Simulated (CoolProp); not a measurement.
The fluid at 293.15 K and 1.22 MPa is throttled through a valve to 0.525 MPa with no heat exchange. The same conditions are run with several fluids, on thermodynamics alone (safety and materials aside).

Model: reference Helmholtz-energy equation of state of each fluid (sulfur hexafluoride: Guder 2009; hydrogen chloride: Thol 2018; CF4 (R14): Platzer 1990; normal hydrogen: Leachman 2009; fluorine: de Reuck 1990), in CoolProp. The equations of Platzer and Polt are older, rougher fits.

Q: Rank sulfur hexafluoride, hydrogen chloride, CF4 (R14), normal hydrogen, fluorine by temperature change (K), highest first.

A: normal hydrogen (+0.2), fluorine (-1.4), CF4 (R14) (-4.0), sulfur hexafluoride (-8.3), hydrogen chloride (-11.7)

| fluid | final density (kg/m³) |
|---|---|
| sulfur hexafluoride | 34.9 |
| hydrogen chloride | 8.51 |
| CF4 (R14) | 19.6 |
| normal hydrogen | 0.433 |
| fluorine | 8.24 |
